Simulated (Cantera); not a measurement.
Carbon deposition, reforming and gasification: CH3OH + CO2 + H2

Charge: 1 mol CH3OH, a varied amount of CO2, 24 mol H2, equilibrated at 2950 K and 750 Torr.

Cantera equilibrium calculation (NASA polynomials, part measured and part estimated; ideal gas, pure solids and liquids). Candidate condensed phases: C, C6H6, C7H8, C8H18, H2O; 110 gas species. Rates play no part.

From 0.061 mol CO2 to 1.8 mol CO2 nothing is condensed. The main C-bearing gas is CO throughout.

```json
[
 {"n(CO2) (mol)": "0.061", "log p H2": "-0.08", "log p H": "-0.91", "log p CO": "-1.43", "log p H2O": "-2.70", "log p OH": "-4.03", "log p CO2": "-4.92"},
 {"n(CO2) (mol)": "0.22", "log p H2": "-0.08", "log p H": "-0.91", "log p CO": "-1.38", "log p H2O": "-2.14", "log p OH": "-3.47", "log p CO2": "-4.30"},
 {"n(CO2) (mol)": "0.38", "log p H2": "-0.09", "log p H": "-0.91", "log p CO": "-1.33", "log p H2O": "-1.91", "log p OH": "-3.23", "log p CO2": "-4.01"},
 {"n(CO2) (mol)": "0.54", "log p H2": "-0.09", "log p H": "-0.92", "log p CO": "-1.28", "log p H2O": "-1.76", "log p OH": "-3.08", "log p CO2": "-3.81"},
 {"n(CO2) (mol)": "0.69", "log p H2": "-0.10", "log p H": "-0.92", "log p CO": "-1.24", "log p H2O": "-1.66", "log p OH": "-2.97", "log p CO2": "-3.67"},
 {"n(CO2) (mol)": "0.85", "log p H2": "-0.10", "log p H": "-0.92", "log p CO": "-1.21", "log p H2O": "-1.57", "log p OH": "-2.88", "log p CO2": "-3.54"},
 {"n(CO2) (mol)": "1", "log p H2": "-0.11", "log p H": "-0.92", "log p CO": "-1.18", "log p H2O": "-1.50", "log p OH": "-2.81", "log p CO2": "-3.43"},
 {"n(CO2) (mol)": "1.2", "log p H2": "-0.11", "log p H": "-0.93", "log p CO": "-1.14", "log p H2O": "-1.43", "log p OH": "-2.73", "log p CO2": "-3.31"},
 {"n(CO2) (mol)": "1.3", "log p H2": "-0.12", "log p H": "-0.93", "log p CO": "-1.12", "log p H2O": "-1.39", "log p OH": "-2.70", "log p CO2": "-3.26"},
 {"n(CO2) (mol)": "1.5", "log p H2": "-0.12", "log p H": "-0.93", "log p CO": "-1.09", "log p H2O": "-1.33", "log p OH": "-2.64", "log p CO2": "-3.16"},
 {"n(CO2) (mol)": "1.6", "log p H2": "-0.13", "log p H": "-0.93", "log p CO": "-1.07", "log p H2O": "-1.31", "log p OH": "-2.61", "log p CO2": "-3.12"},
 {"n(CO2) (mol)": "1.8", "log p H2": "-0.13", "log p H": "-0.94", "log p CO": "-1.04", "log p H2O": "-1.26", "log p OH": "-2.56", "log p CO2": "-3.03"}
]
```
log p: log10 of the partial pressure in bar; nothing condenses.
